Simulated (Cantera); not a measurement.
# Thermodynamics of silicates and aluminates, feed SiO₂ + MgO + H₂O

A closed system holds: 1 mol SiO₂, 0.13 mol MgO, 0.8 mol H₂O, equilibrated at 1698 K.

Method: chemical equilibrium by Gibbs-energy minimisation in Cantera with the NASA 1993 tables (ideal gas, pure condensed phases). Candidate condensed phases: H₂O, Mg, MgO, Mg(OH)₂, MgSiO₃, Mg₂SiO₄, Si, SiO₂; 24 gas species. Mutual solubility and eutectic melting of coexisting phases are not modelled. The tables hold silica as quartz up to 1696 K and as liquid above; real silica turns to tridymite and cristobalite and melts near 1996 K. Condensed phases not in the tables: alloys, solid solutions and most ternary compounds. Gases not in the tables: Si(OH)₄. The numbers say what is thermodynamically allowed, not how fast it happens.

| P (Pa) | x H₂O | x H₂ | x O₂ | x OH | x H | n MgSiO₃(s) | n SiO₂(condensed) |
|---|---|---|---|---|---|---|---|
| 10 | 0.963 | 0.0199 | 0.00904 | 0.00507 | 0.00204 | 0.130 | 0.870 |
| 36 | 0.977 | 0.0132 | 0.00590 | 0.00333 | 0.000875 | 0.130 | 0.870 |
| 130 | 0.985 | 0.00867 | 0.00385 | 0.00218 | 0.000373 | 0.130 | 0.870 |
| 460 | 0.990 | 0.00572 | 0.00252 | 0.00144 | 0.000161 | 0.130 | 0.870 |
| 1700 | 0.994 | 0.00371 | 0.00163 | 0.000930 | 6.76e-5 | 0.130 | 0.870 |
| 6000 | 0.996 | 0.00244 | 0.00107 | 0.000611 | 2.92e-5 | 0.130 | 0.870 |
| 22000 | 0.997 | 0.00159 | 0.000696 | 0.000397 | 1.23e-5 | 0.130 | 0.870 |
| 77000 | 0.998 | 0.00105 | 0.000458 | 0.000261 | 5.33e-6 | 0.130 | 0.870 |
| 280000 | 0.999 | 0.000680 | 0.000298 | 0.000170 | 2.25e-6 | 0.130 | 0.870 |
| 1000000 | 0.999 | 0.000445 | 0.000195 | 0.000111 | 9.65e-7 | 0.130 | 0.870 |
x: gas mole fraction; n: condensed amount in mol.

From 0.0750 Torr to 7500 Torr the condensed part is MgSiO₃(s) + SiO₂(condensed).
